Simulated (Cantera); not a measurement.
A Cantera script and its output.

```python
import numpy as np
import cantera as ct

gas = ct.Solution("h2o2.yaml")
gas.TPX = 973, 2666, {'H2': 0.21, 'O2': 1, 'H2O': 0.0048}
reactor = ct.IdealGasConstPressureReactor(gas, energy="off", clone=False)
net = ct.ReactorNet([reactor])
net.rtol, net.atol = 1e-08, 1e-18
show = ['H2', 'O2', 'HO2', 'OH', 'O', 'H2O2', 'H2O']
times = np.geomspace(0.0008, 200, 14)

steps = ct.SolutionArray(gas, extra=["t"])
rows = []
print(f"{'t/s':>10s}{'T/K':>9s}{'P/Pa':>11s}" + "".join(f"{s:>11s}" for s in show))
for t in times:
    while net.time < t:
        t_next = net.step()
        steps.append(gas.state, t=t_next)
    rows.append([np.interp(t, steps.t, y) for y in (steps.T, steps.P, *steps(*show).X.T)])
    print(f"{t:10.3e}{rows[-1][0]:9.1f}{rows[-1][1]:11.4g}" + "".join(f"{x:11.3e}" for x in rows[-1][2:]))
rate = np.gradient(steps.T, steps.t)
print("integrator steps:", len(steps.t))
if steps.T.max() > steps.T[0] + 200:
    print(f"time of steepest temperature rise: {steps.t[rate.argmax()]:.4e} s")
gas.TPX = 973, 2666, {'H2': 0.21, 'O2': 1, 'H2O': 0.0048}
gas.equilibrate("TP")
print(f"equilibrium (TP): T = {gas.T:.1f} K  " + "  ".join(f"{s} {gas[s].X[0]:.3e}" for s in show))
```

Result:

```
       t/s      T/K       P/Pa         H2         O2        HO2         OH          O       H2O2        H2O
 8.000e-04    973.0       2666  1.729e-01  8.232e-01  6.178e-09  2.218e-08  5.837e-08  2.470e-12  3.951e-03
 2.081e-03    973.0       2666  1.557e-01  8.146e-01  1.464e-05  1.439e-03  3.893e-03  1.528e-07  1.659e-02
 5.414e-03    973.0       2666  3.657e-03  7.990e-01  3.083e-05  2.012e-03  5.847e-03  1.201e-06  1.850e-01
 1.409e-02    973.0       2666  4.407e-04  8.059e-01  1.195e-05  3.720e-04  4.925e-04  7.325e-07  1.928e-01
 3.664e-02    973.0       2666  7.960e-05  8.063e-01  3.426e-06  1.332e-04  6.993e-05  3.919e-07  1.934e-01
 9.533e-02    973.0       2666  1.341e-05  8.064e-01  8.417e-07  5.869e-05  1.273e-05  1.831e-07  1.935e-01
 2.480e-01    973.0       2666  1.809e-06  8.064e-01  1.977e-07  2.769e-05  2.702e-06  7.898e-08  1.935e-01
 6.452e-01    973.0       2666  2.134e-07  8.064e-01  5.155e-08  1.395e-05  6.808e-07  3.286e-08  1.935e-01
 1.678e+00    973.0       2666  3.551e-08  8.064e-01  1.577e-08  7.575e-06  2.020e-07  1.379e-08  1.935e-01
 4.366e+00    973.0       2666  9.677e-09  8.064e-01  5.426e-09  4.346e-06  6.693e-08  5.860e-09  1.935e-01
 1.136e+01    973.0       2666  3.147e-09  8.065e-01  2.041e-09  2.571e-06  2.353e-08  2.462e-09  1.935e-01
 2.955e+01    973.0       2666  1.097e-09  8.065e-01  9.022e-10  1.548e-06  8.551e-09  1.013e-09  1.935e-01
 7.688e+01    973.0       2666  3.991e-10  8.065e-01  5.790e-10  9.435e-07  3.184e-09  4.107e-10  1.935e-01
 2.000e+02    973.0       2666  1.534e-10  8.065e-01  6.017e-10  5.864e-07  1.231e-09  1.688e-10  1.935e-01
integrator steps: 2085
equilibrium (TP): T = 973.0 K  H2 5.079e-11  O2 8.065e-01  HO2 9.213e-10  OH 3.232e-07  O 3.746e-10  H2O2 5.603e-11  H2O 1.935e-01
```

Detailed kinetics in Cantera: the H2/O2 subset of GRI-Mech 3.0, which has no nitrogen chemistry. Radical loss at walls, strong at low pressure, is not modelled. The temperature is held fixed by assumption; the heat of reaction is taken as removed at once.
